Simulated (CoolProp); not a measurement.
The fluid at 298.15 K and 0.919 MPa is compressed adiabatically to 4.65 MPa with isentropic efficiency 1. The same conditions are run with several fluids, on thermodynamics alone (safety and materials aside).

Values from CoolProp's reference Helmholtz-energy equation of state of each fluid (R404A: Lemmon 2003; CF4 (R14): Platzer 1990; CH3F (R41): Lemmon 2006; carbon dioxide: Span 1996; hydrogen chloride: Thol 2018). The equations of Platzer and Polt are older, rougher fits. Blends and air are pseudo-pure fits.

```json
[
 {"fluid": "R404A", "work (kJ/kg)": "32.5", "final temperature (K)": "375.2", "final phase": "supercritical", "final density (kg/m³)": "254"},
 {"fluid": "CF4 (R14)", "work (kJ/kg)": "48.9", "final temperature (K)": "?", "final phase": "supercritical", "final density (kg/m³)": "139"},
 {"fluid": "CH3F (R41)", "work (kJ/kg)": "128", "final temperature (K)": "?", "final phase": "gas", "final density (kg/m³)": "50.8"},
 {"fluid": "carbon dioxide", "work (kJ/kg)": "104", "final temperature (K)": "426.4", "final phase": "gas", "final density (kg/m³)": "?"},
 {"fluid": "hydrogen chloride", "work (kJ/kg)": "132", "final temperature (K)": "?", "final phase": "gas", "final density (kg/m³)": "45.5"}
]
```

Problem. Some entries are withheld; supply them.

Solution. 
- CF4 (R14), final temperature (K): 374.6
- CH3F (R41), final temperature (K): 423.7
- carbon dioxide, final density (kg/m³): 61.8
- hydrogen chloride, final temperature (K): 476.9
